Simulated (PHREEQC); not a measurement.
Dissolve 0.076 mol/kgw HCl, 3.4e-05 mol/kgw LiCl and 0.001 mol/kgw NiSO4 at 15 °C. Closed to the air; pH follows from the charge balance.

The numbers come from PHREEQC with the ion-association model, wateq4f.dat.

This is a speciation only: nothing precipitates in the calculation.

Problem. What pH does the model give?

Solution. pH 1.20.

Problem. In which forms is Ni present?

Solution. Ni+2 91 %, NiCl+ 6.9 %, NiCl2 1.2 %, NiSO4 0.7 % of the Ni.
